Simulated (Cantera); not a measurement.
Stirred combustor or abatement burner

A perfectly stirred reactor is fed with 3.42 % CH₄, 4.79 % CO, 19.3 % O₂, 72.5 % N₂, equivalence ratio 0.48, at 2.00 bar; it is adiabatic with a 375 K inlet, and is followed from long to short residence time, starting on the burning branch (τ in s: 0.3, 0.083, 0.023, 0.0061, 0.0017, 0.00045, 0.00012, 3.4e-05, 9.2e-06).

Computed with Cantera and GRI-Mech 3.0 (53 species, 325 reactions).

```csv
τ (s),T (K),x CH₄,x CO,x O₂,x OH,x N₂O,x H₂O,x HCN
0.30,1578,5.63e-6,0.000195,0.103,0.000278,8.02e-7,0.0699,9.31e-10
0.083,1574,1.29e-5,0.000473,0.103,0.000410,1.33e-6,0.0698,1.41e-9
0.023,1567,2.97e-5,0.00115,0.103,0.000600,1.68e-6,0.0696,1.76e-9
0.0061,1550,7.17e-5,0.00292,0.104,0.000854,1.58e-6,0.0692,2.09e-9
0.0017,1508,0.000189,0.00756,0.106,0.00107,1.18e-6,0.0684,3.15e-9
0.00045,375,0.0342,0.0479,0.193,<1e-12,<1e-12,<1e-12,<1e-12
0.00012,375,0.0342,0.0479,0.193,<1e-12,<1e-12,<1e-12,<1e-12
3.4e-5,375,0.0342,0.0479,0.193,<1e-12,<1e-12,<1e-12,<1e-12
9.2e-6,375,0.0342,0.0479,0.193,<1e-12,<1e-12,<1e-12,<1e-12
```
x: mole fraction; the columns are a selection and need not sum to one.
